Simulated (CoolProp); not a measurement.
Saturated liquid density (kg/m³) of c-C4F8 (RC318): the reference equation beside estimates from Tc = 388.4 K, pc = 27.78 bar, ω = 0.355. Rackett uses Z = 0.29056 − 0.08775 ω.

Computed with CoolProp (reference Helmholtz-energy equation of state, Platzer 1990). This equation is an older, rougher fit; its heat capacities, sound speeds and derivatives of the liquid may be far off and weren't checked against measurements.

| T (K) | reference | Rackett | van der Waals | Redlich-Kwong | Peng-Robinson |
|---|---|---|---|---|---|
| 267.4 | 1614 | 1745 | 991.8 | 1441 | 1722 |
| 277.9 | 1576 | 1702 | 968.6 | 1400 | 1680 |
| 288.3 | 1537 | 1658 | 944.3 | 1356 | 1634 |
| 298.7 | 1496 | 1612 | 918.6 | 1310 | 1584 |
| 309.2 | 1452 | 1562 | 890.9 | 1260 | 1529 |
| 319.6 | 1406 | 1511 | 861.4 | 1207 | 1468 |
| 330.1 | 1356 | 1454 | 829.2 | 1149 | 1399 |
| 340.5 | 1301 | 1393 | 794.2 | 1086 | 1323 |
| 350.9 | 1239 | 1325 | 755.0 | 1016 | 1235 |
| 361.4 | 1166 | 1245 | 709.3 | 935.2 | 1130 |

Absolute difference from the reference over all 10 rows, mean and median: Rackett 7.5 and 7.5 %, van der Waals 38.8 and 38.7 %, Redlich-Kwong 14.3 and 13.7 %, Peng-Robinson 4.3 and 4.9 %.
